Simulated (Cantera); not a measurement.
Mixture: 26.1 % CO, 6.26 % H2, 0.861 % CH4, 9.42 % O2, 57.4 % N2, at 1.00 bar, adiabatic and at constant volume. Ignition delay is the time to a rise of 400 K.

Cantera simulation using GRI-Mech 3.0 (53 species, 325 reactions); the numbers are that mechanism's predictions, not measurements. Where the delays flatten at high temperature, the 400 K rule measures the pace of heat release, not the induction time.

### Question
Predict: delay at 1075 K; delay at 1125 K; delay at 1175 K; delay at 1225 K; delay at 1275 K; delay at 1325 K; apparent activation energy between 1225 and 1325 K.

### Answer
- delay at 1075 K: 0.332 ms
- delay at 1125 K: 0.209 ms
- delay at 1175 K: 0.146 ms
- delay at 1225 K: 0.109 ms
- delay at 1275 K: 85.8 µs
- delay at 1325 K: 69.8 µs
- apparent activation energy between 1225 and 1325 K: 60 kJ/mol
